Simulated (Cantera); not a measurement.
Cantera run, input and output.

```python
import numpy as np
import cantera as ct

gas = ct.Solution("gri30.yaml")


def delay(T, t_max=10):
    gas.TPX = T, 101325, {'CH4': 1, 'O2': 1.43, 'N2': 5.37}
    reactor = ct.IdealGasConstPressureReactor(gas, clone=False)
    net = ct.ReactorNet([reactor])
    net.rtol, net.atol = 1e-8, 1e-16
    while net.time < t_max:
        t_old, T_old = net.time, reactor.T
        net.step()
        if reactor.T > T + 400:  # ignition: a rise of 400 K
            return t_old + (T + 400 - T_old) / (reactor.T - T_old) * (net.time - t_old)
    return np.nan


taus = []
for T in [1173, 1248, 1323, 1398, 1473, 1548, 1623]:
    taus.append(delay(T))
    print(f"T0 = {T:6g} K   tau = {taus[-1]:.4e} s")
```

It prints:

```
T0 =   1173 K   tau = 8.0611e-02 s
T0 =   1248 K   tau = 2.7848e-02 s
T0 =   1323 K   tau = 1.0372e-02 s
T0 =   1398 K   tau = 4.1394e-03 s
T0 =   1473 K   tau = 1.7757e-03 s
T0 =   1548 K   tau = 8.2549e-04 s
T0 =   1623 K   tau = 4.1787e-04 s
```

Model: GRI-Mech 3.0 (53 species, 325 reactions), integrated in Cantera.
